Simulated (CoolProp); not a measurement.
A single-stage vapour-compression cycle with the fluid: evaporating at 207.15 K (dew point), condensing at 270.15 K (bubble point), superheat 5 K, subcooling 8 K, compressor efficiency 0.75, no pressure losses. The same conditions are run with several fluids, on thermodynamics alone (safety and materials aside).

Model: reference Helmholtz-energy equation of state of each fluid (propane: Lemmon 2009; hydrogen sulfide: Lemmon 2006; ammonia: Gao 2020; R134a: Tillner-Roth 1994; propylene: Lemmon 2013; dimethyl ether: Wu 2011), in CoolProp.

```json
[
 {"fluid": "propane", "cooling COP": "2.02", "pressure ratio": "14.1", "discharge temperature (K)": "___", "refrigerating effect (kJ/kg)": "___", "volumetric capacity (kJ/m³)": "258"},
 {"fluid": "hydrogen sulfide", "cooling COP": "1.89", "pressure ratio": "12.6", "discharge temperature (K)": "449.5", "refrigerating effect (kJ/kg)": "447", "volumetric capacity (kJ/m³)": "661"},
 {"fluid": "ammonia", "cooling COP": "___", "pressure ratio": "26.4", "discharge temperature (K)": "517.8", "refrigerating effect (kJ/kg)": "1230", "volumetric capacity (kJ/m³)": "173"},
 {"fluid": "R134a", "cooling COP": "2.01", "pressure ratio": "24.7", "discharge temperature (K)": "327.8", "refrigerating effect (kJ/kg)": "176", "volumetric capacity (kJ/m³)": "109"},
 {"fluid": "propylene", "cooling COP": "2.01", "pressure ratio": "13.2", "discharge temperature (K)": "335.9", "refrigerating effect (kJ/kg)": "342", "volumetric capacity (kJ/m³)": "334"},
 {"fluid": "dimethyl ether", "cooling COP": "2.04", "pressure ratio": "21.7", "discharge temperature (K)": "354.1", "refrigerating effect (kJ/kg)": "___", "volumetric capacity (kJ/m³)": "114"}
]
```

Question: Complete the blanks.

Answer: 
- propane, discharge temperature (K): 324.3
- propane, refrigerating effect (kJ/kg): 331
- ammonia, cooling COP: 1.81
- dimethyl ether, refrigerating effect (kJ/kg): 394
